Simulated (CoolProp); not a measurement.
Values from CoolProp's reference Helmholtz-energy equation of state, Lemmon 2016.

### Question
For R115, give the phase and the cv (kJ/(kg K)), speed of sound (m/s), isothermal compressibility (1/MPa) at 40.55 °C and 2.11 bar.

### Answer
- 40.55 °C and 2.11 bar: gas; cv 0.685, speed of sound 131, isothermal compressibility 4.91
